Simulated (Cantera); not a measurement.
# Premixed flame

A freely propagating, adiabatic, planar premixed flame of H2 : O2 : N2 = 1 : 0.505 : 1.9 (molar parts), unburnt at 375 K and 500000 Pa; multicomponent+Soret transport, grid criteria slope 0.08 and curve 0.16, no radiation.

Computed with Cantera and the H2/O2 subset of GRI-Mech 3.0, which has no nitrogen chemistry. The hydrogen kinetics of GRI-Mech 3.0 are dated; newer H2 mechanisms differ, most at raised pressure. Burning velocities carry a grid error of a few per cent, more on coarse grids.

```tsv
z (mm)	T (K)	u (m/s)	x H2	x O2	x H	x H2O2	x OH	x O
-0.152	375	2.49	0.294	0.148	<1e-8	<1e-8	<1e-8	<1e-8
-0.101	375	2.49	0.293	0.148	<1e-8	<1e-8	<1e-8	<1e-8
-0.0759	375	2.48	0.291	0.149	<1e-8	1.92e-8	<1e-8	<1e-8
-0.0506	377	2.47	0.283	0.151	<1e-8	3.56e-7	<1e-8	5.71e-8
-0.0253	449	2.76	0.230	0.160	1.46e-6	5.05e-5	1.42e-5	4.21e-6
-0.0126	797	4.74	0.181	0.148	0.00104	0.000161	0.000862	0.000200
0	1286	7.54	0.124	0.110	0.00887	5.24e-5	0.00266	0.00206
0.0126	1622	9.49	0.0720	0.0660	0.0178	6.42e-6	0.00674	0.00489
0.0253	1814	10.6	0.0456	0.0405	0.0199	3.56e-6	0.0109	0.00608
0.0506	2004	11.6	0.0315	0.0253	0.0156	2.07e-6	0.0141	0.00556
0.101	2167	12.5	0.0250	0.0192	0.00901	1.30e-6	0.0138	0.00362
0.202	2289	13.1	0.0185	0.0152	0.00455	8.97e-7	0.0118	0.00203
0.405	2369	13.5	0.0127	0.0123	0.00218	6.50e-7	0.00946	0.00111
```
x: mole fraction of selected species; z is measured from the peak of heat release.

```
Quantity                     Result
------------------------  ---------
laminar burning velocity   249 cm/s
thermal thickness         0.0506 mm
peak x(H)                    0.0200
peak x(H2O2)               0.000161
peak x(OH)                   0.0144
peak x(O)                   0.00617
```
